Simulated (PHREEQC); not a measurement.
A column of 0.5 m (30 cells, dispersivity 0.04 m, 300 s a shift, diffusion coefficient 3e-10 m²/s) holds 0.00071 eq of the database's cation exchanger X per kg of pore water, first in equilibrium with 0.012 mol MgCl2 and 1e-05 mol HCl per kg of water. It is flushed with 1.1 mmol/kgw KBr and 0.01 mmol/kgw HCl, at 25 °C. Values are for the last cell. CO2 from the air is kept out. No solid was allowed to form.

All values are PHREEQC results (ion-association model, phreeqc.dat), not measurements.

```tsv
pore volumes	Br in solution (mol/kgw)	K in solution (mol/kgw)	Cl in solution (mol/kgw)	Mg in solution (mol/kgw)	MgX2 on the exchanger (mol/kgw)	KX on the exchanger (mol/kgw)
0	0	0	0.0240	0.0120	0.000355	0
0.15	8.02e-13	5.07e-13	0.0240	0.0120	0.000355	0
0.4167	1.71e-5	1.51e-5	0.0236	0.0118	0.000355	2.47e-7
0.55	9.20e-5	8.33e-5	0.0220	0.0110	0.000354	1.41e-6
0.6833	0.000233	0.000214	0.0189	0.00947	0.000353	3.90e-6
0.95	0.000576	0.000532	0.0115	0.00574	0.000349	1.24e-5
1.083	0.000720	0.000665	0.00830	[?]	0.000346	1.81e-5
1.35	0.000917	0.000839	0.00400	0.00203	0.000339	3.24e-5
1.483	0.000977	0.000886	0.00270	0.00139	0.000334	4.12e-5
1.617	0.00102	0.000915	0.00179	0.000944	[?]	5.12e-5
1.883	0.00106	0.000941	0.000777	0.000446	0.000317	[?]
2.017	0.00108	0.000945	0.000508	0.000315	0.000311	8.89e-5
2.15	0.00109	0.000949	0.000332	0.000229	0.000303	0.000103
2.417	0.00109	0.000958	0.000143	0.000134	0.000289	0.000133
2.55	0.00110	0.000964	9.50e-5	0.000108	0.000281	0.000147
2.683	0.00110	0.000972	6.43e-5	9.00e-5	0.000275	0.000161
2.95	0.00110	0.000988	3.21e-5	6.67e-5	0.000262	0.000185
3.083	0.00110	0.000995	2.41e-5	5.90e-5	0.000257	0.000196
3.35	0.00110	0.00101	1.57e-5	[?]	0.000247	0.000217
3.483	0.00110	0.00102	1.36e-5	4.39e-5	0.000242	0.000226
3.617	0.00110	0.00102	1.23e-5	4.04e-5	0.000238	0.000234
3.883	0.00110	0.00103	1.09e-5	3.50e-5	0.000230	0.000250
4.017	0.00110	0.00103	1.06e-5	3.28e-5	0.000226	0.000257
```

Q: Complete the blanks.

A: 
- 1.083, Mg in solution (mol/kgw): 0.00417
- 1.617, MgX2 on the exchanger (mol/kgw): 0.000329
- 1.883, KX on the exchanger (mol/kgw): 7.51e-5
- 3.35, Mg in solution (mol/kgw): 4.80e-5
